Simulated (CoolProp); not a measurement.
Normal hydrogen at 288.76 K and 0.567 MPa is compressed adiabatically to 4.53 MPa with isentropic efficiency 0.9. Each further row changes one setting.

Model: reference Helmholtz-energy equation of state, Leachman 2009, in CoolProp.

```json
[
 {"case": "as stated", "work (kJ/kg)": "?", "final temperature (K)": "?", "final density (kg/m³)": "?"},
 {"case": "efficiency 1", "work (kJ/kg)": "?", "final temperature (K)": "?", "final density (kg/m³)": "?"},
 {"case": "efficiency 0.65", "work (kJ/kg)": "5250", "final temperature (K)": "?", "final density (kg/m³)": "?"}
]
```

Task: Some entries are withheld; supply them.

Result: 
- as stated, work (kJ/kg): 3790
- as stated, final temperature (K): 548.7
- as stated, final density (kg/m³): 1.97
- efficiency 1, work (kJ/kg): 3410
- efficiency 1, final temperature (K): 522.7
- efficiency 1, final density (kg/m³): 2.07
- efficiency 0.65, final temperature (K): 648.8
- efficiency 0.65, final density (kg/m³): 1.67
